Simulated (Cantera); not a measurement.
Input: 1 mol S, 0.042 mol H₂, 1.7 mol O₂, 3.4 mol H₂O, at 0.00280 bar.

Equilibrium computed with Cantera from the NASA thermochemical tables; the gas is ideal and each condensed phase is pure. Candidate condensed phases: H₂O, H₂SO₄, S; 19 gas species. The numbers say what is thermodynamically allowed, not how fast it happens. All values below are at 1250 K.

Base state: H₂O 0.672, SO₂ 0.195, O₂ 0.132, SO₃ 0.000654, OH 5.77e-5 (mole fractions); condensed: gas only.

What changes in the equilibrium state with this change: pressure from 0.00280 bar to 0.0133 bar?


| species | before | after |
|---|---|---|
| H₂O | 0.672 | 0.673 |
| SO₂ | 0.195 | 0.194 |
| O₂ | 0.132 | 0.132 |
| SO₃ | 0.000654 | 0.00142 |
| OH | 5.77e-5 | 3.91e-5 |
